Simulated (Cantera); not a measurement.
Mixture: CH₄ : C₂H₆ : O₂ : N₂ = 1 : 0.089 : 3.4 : 13.9 (molar parts), at 19.0 bar, adiabatic and at constant volume. Ignition delay is the time to a rise of 400 K.

Detailed kinetics in Cantera: GRI-Mech 3.0 (53 species, 325 reactions). The pressure lies above the range GRI-Mech 3.0 was tuned for (to about 10 atm).

Question: What does this change do: 0.36 parts H2 added?

Answer: 
```csv
quantity,before,after
delay at 1250 K,0.386 ms,0.177 ms
delay at 1350 K,0.134 ms,58.7 µs
delay at 1450 K,53.6 µs,25.3 µs
delay at 1550 K,23.4 µs,12.5 µs
delay at 1650 K,11.0 µs,6.63 µs
apparent activation energy between 1550 and 1650 K,160 kJ/mol,130 kJ/mol
```

Question: What does this change do: O2 3.4 to 2 parts?

Answer: 
| quantity | before | after |
|---|---|---|
| delay at 1250 K | 0.386 ms | 0.557 ms |
| delay at 1350 K | 0.134 ms | 0.220 ms |
| delay at 1450 K | 53.6 µs | 94.2 µs |
| delay at 1550 K | 23.4 µs | 41.7 µs |
| delay at 1650 K | 11.0 µs | 19.2 µs |
| apparent activation energy between 1550 and 1650 K | 160 kJ/mol | 170 kJ/mol |
